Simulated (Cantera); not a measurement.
**Premixed flame**

A freely propagating, adiabatic, planar premixed flame of 18.1 % CO, 14.3 % H2, 18.0 % O2, 48.8 % N2, 0.779 % CO2, equivalence ratio 0.90, unburnt at 375 K and 100.0 Torr; mixture-averaged transport, grid criteria slope 0.08 and curve 0.16, no radiation.

Model: GRI-Mech 3.0 (53 species, 325 reactions), integrated in Cantera. Burning velocities carry a grid error of a few per cent, more on coarse grids.

```
z (mm)  T (K)  u (m/s)    x CO    x H2    x O2    x N2O      x OH      x O
------  -----  -------  ------  ------  ------  -------  --------  -------
-18.7     375     1.98   0.181   0.143   0.180    <1e-8     <1e-8    <1e-8
-12.5     375     1.98   0.181   0.143   0.180    <1e-8     <1e-8    <1e-8
-9.34     375     1.98   0.181   0.143   0.180    <1e-8     <1e-8    <1e-8
-6.23     375     1.98   0.181   0.143   0.180    <1e-8     <1e-8    <1e-8
-3.11     376     1.98   0.181   0.142   0.180    <1e-8   8.13e-8  1.46e-7
-1.56     545     2.83   0.178   0.127   0.177    <1e-8  0.000435  6.89e-5
0        1034     5.24   0.157  0.0575   0.140    <1e-8   0.00205  0.00682
1.56     1363     6.79   0.110  0.0170  0.0831  1.16e-8   0.00639   0.0212
3.11     1515     7.44  0.0827  0.0169  0.0682  1.33e-8   0.00913   0.0234
6.23     1666     8.07  0.0723  0.0178  0.0618  1.42e-8    0.0119   0.0221
12.5     1818     8.71  0.0730  0.0166  0.0593  1.63e-8    0.0141   0.0188
24.9     1976     9.36  0.0710  0.0144  0.0562  1.97e-8    0.0156   0.0147
49.8     2129     9.96  0.0653  0.0119  0.0522  2.72e-8    0.0160   0.0107
```
x: mole fraction of selected species; z is measured from the peak of heat release.

* **laminar burning velocity**: 198 cm/s
* **thermal thickness**: 6.23 mm
* **peak x(OH)**: 0.0160
* **peak x(O)**: 0.0234
* **grid points**: 159
